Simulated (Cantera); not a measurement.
A closed system holds: 1 mol CS₂, 0.11 mol O₂, 0.32 mol H₂, at 13300 Pa.

Equilibrium computed with Cantera from the NASA thermochemical tables; the gas is ideal and each condensed phase is pure. Candidate condensed phases: C, C₆H₆, C₇H₈, C₈H₁₈, H₂O, H₂SO₄, S; 123 gas species. Gases not in the tables: S₃ to S₇. Kinetics and transport are ignored.

Over these rows the condensed part is C(graphite). Partial pressures as log10 of bar:

```tsv
T (K)	1000/T (1/K)	log p CO₂	log p CS₂	log p H₂S	log p CO	log p S₂
923	1.0834	-3.43	-1.15	-1.51	-1.97	-2.08
998	1.0020	?	-1.15	-1.53	-1.82	-2.04
1073	0.9320	-4.36	-1.15	-1.57	-1.76	-2.00
1148	0.8711	-4.84	-1.15	-1.63	-1.73	-1.97
1223	0.8177	-5.29	-1.15	-1.70	-1.71	-1.94
1298	0.7704	-5.70	-1.15	-1.79	-1.71	-1.92
```

Question: Fit log p(CO₂) = a + b·(1000/T) to the five rows, give the apparent enthalpy, and predict the row at 998 K.

Answer: Means: 1000/T = 0.8949, log p = -4.724. Sxy = 0.425391, Sxx = 0.0589352, so b = 7.22 and a = -4.724 − (7.22)×0.8949 = -11.19.
Apparent enthalpy: −19.145 × (7.22) = -138 kJ/mol. With the condensed phases at unit activity, 2 CO(g) = CO₂(g) + C(graphite) links this pressure to the main gases: over the six rows their terms move log p by +0.52 in all, so the slope isn't that reaction's ΔH° alone. The five rows lie within 0.10 of the line; that is curvature, so one enthalpy describes this range poorly.
Prediction at 998 K: -11.19 + (7.22)×1.0020 = -3.96. The computed value is -3.88, 0.08 from the line.
